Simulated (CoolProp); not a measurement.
Oxygen along the isotherm -181.05 °C: Z from the reference equation and from simpler models built on Tc = -118.6 °C, pc = 5.046 MPa, ω = 0.022; each cubic takes its own stable root.

The numbers come from the reference Helmholtz-energy equation of state, Schmidt 1985 in CoolProp.

| p (MPa) | phase | reference |
|---|---|---|
| 5.61 | liquid | 0.2049 |
| 11.2 | liquid | 0.4051 |
| 16.8 | liquid | 0.6020 |
| 22.4 | liquid | 0.7958 |
| 28 | liquid | 0.9868 |
| 33.6 | liquid | 1.175 |
| 39.2 | liquid | 1.362 |
| 44.9 | liquid | 1.549 |
| 50.5 | liquid | 1.731 |

Question: How far does each simpler model (Redlich-Kwong, Soave-Redlich-Kwong) lie from the reference over these 9 states: mean and median of the absolute difference, and the worst?

Answer: 
- Redlich-Kwong: mean 1.2 %, median 1.3 %, worst -1.3 % at -181.05 °C and 22.4 MPa
- Soave-Redlich-Kwong: mean 0.5 %, median 0.6 %, worst -0.6 % at -181.05 °C and 33.6 MPa
